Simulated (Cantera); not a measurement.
A Cantera script and what it prints.

```python
import numpy as np
import cantera as ct

gas_names = """
    Ca CaCL CaCL2 CaO CaOH CaO2H2 Ca2 CL CLO CL2 H HCL HOCL HO2 H2 H2O H2O2 O OH O2 O3
""".split()
cond_names = """
    Ca(a) Ca(b) Ca(L) CaCL2(s) CaCL2(L) CaO(s) CaO(L) CaO2H2(s) H2O(s) H2O(L)
""".split()


# ... load() reads the species with a 1 bar reference pressure and builds the phases ...
atoms = {
    'CaO': {'Ca': 1, 'O': 1},
    'HCl': {'H': 1, 'CL': 1},
}
top_T = {}  # K; cautious upper limits of use, not melting points


# ... equilibrate(T, P, feed) seeds the gas with the atoms and calls Mixture.equilibrate('TP', solver="vcs", rtol=1e-11, max_steps=5000) ...
results = []
feed = {'CaO': 1, 'HCl': 1.9}  # mol
T = 1625  # K
P = 7  # Pa
mix = equilibrate(T, P, feed)
results.append((T, P, feed, dict(zip(mix.species_names, mix.species_moles))))
x = sorted(zip(gas.X, gas.species_names), reverse=True)
print(f"T = {T:g} K  P = {P:g} Pa  gas = {mix.phase_moles(0):.4g} mol")
print("   x: " + "  ".join(f"{s} {v:.3e}" for v, s in x if v > 1e-06))
print("   condensed (mol): " + ("  ".join(f"{mix.phase(i).name} {mix.phase_moles(i):.4g}"
      for i in range(1, mix.n_phases) if mix.phase_moles(i) > 1e-12) or "none"))
```

Output:

```
T = 1625 K  P = 7 Pa  gas = 1.927 mol
   x: HCL 4.334e-01  CaCL2 2.639e-01  H2O 2.622e-01  CL 2.495e-02  H2 1.330e-02  H 9.725e-04  OH 8.072e-04  O2 4.360e-04  O 4.858e-05  CaCL 3.077e-05  CL2 2.696e-06
   condensed (mol): CaO(s) 0.4915
```

These are equilibrium values from Cantera (NASA tables, ideal gas, pure condensed phases), not measurements of a reactor. Condensed phases not in the tables: oxide chlorides.
